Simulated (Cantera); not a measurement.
# NO annealing gas

An isothermal, constant-pressure homogeneous reactor starts with NO : N2 = 1 : 3 (molar parts), at 2200 K and 16.5 Torr.

Cantera simulation using GRI-Mech 3.0 (53 species, 325 reactions); the numbers are that mechanism's predictions, not measurements. Radical loss at walls, strong at low pressure, is not modelled.

```
t (s)       x NO    x NO2      x O2    x N2O   x N2       x O
--------  ------  -------  --------  -------  -----  --------
0.000400   0.250  3.08e-9   9.83e-9  2.31e-6  0.750   2.47e-6
0.000757   0.250  9.78e-9   3.58e-8  4.23e-6  0.750   4.81e-6
0.00143    0.250  2.88e-8   1.33e-7  7.54e-6  0.750   9.55e-6
0.00271    0.250  7.73e-8   5.04e-7  1.28e-5  0.750   1.95e-5
0.00512    0.250  1.90e-7   1.97e-6  1.99e-5  0.750   4.10e-5
0.00968    0.250  4.39e-7   7.93e-6  2.71e-5  0.750   8.76e-5
0.0183     0.250  9.42e-7   3.20e-5  3.12e-5  0.750  0.000183
0.0346     0.249  1.84e-6  0.000126  3.12e-5  0.750  0.000364
0.0655     0.248  3.23e-6  0.000467  2.94e-5  0.751  0.000673
0.124      0.245  5.16e-6   0.00161  2.68e-5  0.752   0.00114
0.234      0.238  7.61e-6   0.00496  2.32e-5  0.755   0.00172
0.443      0.220  1.07e-5    0.0135  1.81e-5  0.764   0.00243
0.839      0.181  1.34e-5    0.0325  1.09e-5  0.783   0.00345
1.59       0.112  1.19e-5    0.0664  3.68e-6  0.817   0.00473
3.00      0.0424  5.55e-6     0.101  5.31e-7  0.851   0.00576
```
x: mole fraction; the columns are a selection and need not sum to one.

Equilibrium at this temperature and pressure: NO 0.00990, NO2 1.39e-6, O2 0.117, N2O 8.57e-8, N2 0.867, O 0.00626 (gas phase only).
